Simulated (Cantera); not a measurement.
SiO2 + C + CO (carbothermic reduction)

Input: 1 mol SiO2, 0.91 mol C, 0.082 mol CO, equilibrated at 1.70 bar.

Cantera equilibrium calculation (NASA polynomials, part measured and part estimated; ideal gas, pure solids and liquids). Candidate condensed phases: C, Si, SiC, SiO2; 20 gas species. Mutual solubility and eutectic melting of coexisting phases are not modelled. The tables hold silica as quartz up to 1696 K and as liquid above; real silica turns to tridymite and cristobalite and melts near 1996 K. Kinetics and transport are ignored.

```tsv
T (K)	x CO	x CO2	x SiO	x Si	x SiO2	x Si2C	x SiC2	x Si2	n C(graphite)	n SiO2(β-quartz)	n SiO2(condensed)	n SiC(s)
1000	0.624	0.376	<1e-12	<1e-12	<1e-12	<1e-12	<1e-12	<1e-12	0.932	1.00	0	0
1075	0.838	0.162	<1e-12	<1e-12	<1e-12	<1e-12	<1e-12	<1e-12	0.921	1.00	0	0
1150	0.941	0.0593	<1e-12	<1e-12	<1e-12	<1e-12	<1e-12	<1e-12	0.915	1.00	0	0
1225	0.978	0.0218	1.72e-12	<1e-12	<1e-12	<1e-12	<1e-12	<1e-12	0.912	1.00	0	0
1300	0.991	0.00864	8.06e-11	<1e-12	<1e-12	<1e-12	<1e-12	<1e-12	0.911	1.00	0	0
1375	0.996	0.00375	2.48e-9	<1e-12	<1e-12	<1e-12	<1e-12	<1e-12	0.910	1.00	0	0
1450	0.998	0.00178	5.33e-8	<1e-12	<1e-12	<1e-12	<1e-12	<1e-12	0.910	1.00	0	0
1525	0.999	0.000907	8.40e-7	<1e-12	2.73e-12	<1e-12	<1e-12	<1e-12	0.910	1.00	0	0
1600	0.999	0.000494	1.02e-5	2.11e-12	2.43e-11	<1e-12	<1e-12	<1e-12	0.910	1.000	0	0
1675	1.000	0.000285	9.77e-5	8.89e-11	1.76e-10	<1e-12	<1e-12	<1e-12	0.910	1.000	0	0
1750	0.999	0.000172	0.000756	2.65e-9	1.06e-9	3.38e-12	2.86e-11	<1e-12	0.910	0	1.000	0
1825	0.995	0.000108	0.00489	5.94e-8	5.44e-9	5.93e-10	1.00e-9	8.59e-12	0.910	0	1.000	0
1900	0.982	0.000109	0.0175	4.31e-7	2.44e-8	7.55e-9	4.46e-9	2.01e-10	0	0	0.688	0.299
1975	0.946	0.000112	0.0538	2.42e-6	9.71e-8	5.95e-8	1.37e-8	2.99e-9	0	0	0.670	0.290
```
x: gas mole fraction; n: condensed amount in mol.

From 1000 K to 1675 K the condensed part is C(graphite) + SiO2(β-quartz). From 1750 K to 1825 K the condensed part is C(graphite) + SiO2(condensed). From 1900 K to 1975 K the condensed part is SiC(s) + SiO2(condensed).
